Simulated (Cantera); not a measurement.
A freely propagating, adiabatic, planar premixed flame of 22.5 % CO, 0.989 % H₂, 16.1 % O₂, 60.5 % N₂, unburnt at 600 K and 1000000 Pa; unity-Lewis-number transport, grid criteria slope 0.08 and curve 0.16, no radiation.

Model: GRI-Mech 3.0 (53 species, 325 reactions), integrated in Cantera. The hydrogen kinetics of GRI-Mech 3.0 are dated; newer H2 mechanisms differ, most at raised pressure. Unity Lewis numbers drop preferential diffusion, which matters most where H2 and H carry the flame. Burning velocities carry a grid error of a few per cent, more on coarse grids.

x: mole fraction of selected species; z is measured from the peak of heat release.

```csv
z (mm),T (K),u (m/s),x CO,x H₂,x O₂,x HO₂,x NO,x CO₂
-0.286,600,0.437,0.225,0.00989,0.161,6.92e-8,<1e-8,2.82e-5
-0.191,601,0.437,0.225,0.00988,0.161,3.63e-7,<1e-8,0.000147
-0.143,606,0.441,0.224,0.00983,0.160,1.49e-6,2.99e-8,0.000596
-0.0954,632,0.459,0.222,0.00959,0.159,(withheld),(withheld),(withheld)
-0.0477,853,0.612,0.202,0.00743,0.148,9.08e-5,3.21e-6,0.0265
-0.0239,1200,0.842,0.166,0.00377,0.130,0.000215,1.46e-5,0.0668
0,1619,1.11,0.113,0.000548,0.101,9.38e-5,3.48e-5,0.126
0.0239,1891,1.27,0.0741,0.000315,0.0809,4.46e-5,6.20e-5,0.170
0.0477,2041,1.35,0.0535,0.000306,0.0713,2.57e-5,9.04e-5,0.193
0.0954,2183,1.43,0.0352,0.000231,0.0634,1.18e-5,0.000142,0.214
0.191,2288,1.49,(withheld),(withheld),0.0578,(withheld),(withheld),0.230
0.382,2354,1.52,0.0128,8.75e-5,0.0541,2.95e-6,0.000353,0.240
0.763,2386,1.54,0.00843,5.94e-5,0.0522,2.29e-6,0.000541,0.245
```

Q: Some entries are withheld; supply them.

A: 
- -0.0954, x HO₂: 8.60e-6
- -0.0954, x NO: 1.90e-7
- -0.0954, x CO₂: 0.00327
- 0.191, x CO: 0.0216
- 0.191, x H₂: 0.000145
- 0.191, x HO₂: 5.27e-6
- 0.191, x NO: 0.000227
